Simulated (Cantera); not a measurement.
What does this Cantera script print?

```python
import numpy as np
import cantera as ct

gas = ct.Solution("gri30.yaml")
gas.TPX = 448, 43000, {'CH3OH': 1, 'O2': 1.07, 'N2': 4.03}
inlet = ct.Reservoir(gas, clone=True)
gas.equilibrate("HP")  # start burning
reactor = ct.IdealGasConstPressureReactor(gas, energy="on", clone=False)
exhaust = ct.Reservoir(gas, clone=True)
tau = [0.13, 0.05, 0.019, 0.0072, 0.0027, 0.001, 0.00039, 0.00015, 5.5e-05, 2.1e-05, 7.8e-06][0]
for a, b in ((inlet, reactor), (reactor, exhaust)):
    ct.MassFlowController(a, b, mdot=lambda t: reactor.mass / tau)
net = ct.ReactorNet([reactor])
show = ['CH3OH', 'O2', 'NO', 'CH2', 'H']

rows = []
print(f"{'tau/s':>10s}{'T/K':>9s}" + "".join(f"{s:>11s}" for s in show))
for tau in [0.13, 0.05, 0.019, 0.0072, 0.0027, 0.001, 0.00039, 0.00015, 5.5e-05, 2.1e-05, 7.8e-06]:
    net.initial_time = 0.0
    net.advance(30 * tau)
    before = gas.X
    net.advance(40 * tau)
    drift = np.max(np.abs(gas.X - before) / (gas.X + 1e-9))
    rows.append([gas.T, *gas[show].X, drift])
    print(f"{tau:10.3e}{gas.T:9.1f}" + "".join(f"{x:11.3e}" for x in gas[show].X))
```

It prints:

```
     tau/s      T/K      CH3OH         O2         NO        CH2          H
 1.300e-01   2082.9  1.329e-06  3.437e-04  1.401e-04  5.536e-08  4.388e-03
 5.000e-02   2060.8  2.482e-06  6.614e-04  1.333e-04  1.189e-07  6.286e-03
 1.900e-02   2030.7  4.843e-06  1.195e-03  1.179e-04  2.624e-07  8.779e-03
 7.200e-03   1994.6  1.004e-05  1.967e-03  9.784e-05  5.852e-07  1.165e-02
 2.700e-03   1957.0  2.264e-05  2.987e-03  7.754e-05  1.345e-06  1.440e-02
 1.000e-03   1921.7  5.669e-05  4.476e-03  5.929e-05  3.252e-06  1.619e-02
 3.900e-04   1884.1  1.527e-04  7.353e-03  4.183e-05  7.828e-06  1.610e-02
 1.500e-04   1780.7  6.649e-04  1.861e-02  1.439e-05  1.949e-05  1.088e-02
 5.500e-05    448.0  1.639e-01  1.754e-01  5.996e-21 -8.707e-33 -1.257e-30
 2.100e-05    448.0  1.639e-01  1.754e-01  6.471e-24  7.428e-35 -2.292e-32
 7.800e-06    448.0  1.639e-01  1.754e-01  4.088e-25 -1.292e-36 -4.573e-34
```

Model: GRI-Mech 3.0 (53 species, 325 reactions), integrated in Cantera. GRI-Mech 3.0 was tuned for natural gas; its chemistry of methanol as a main component is partial and can be far from experiment.
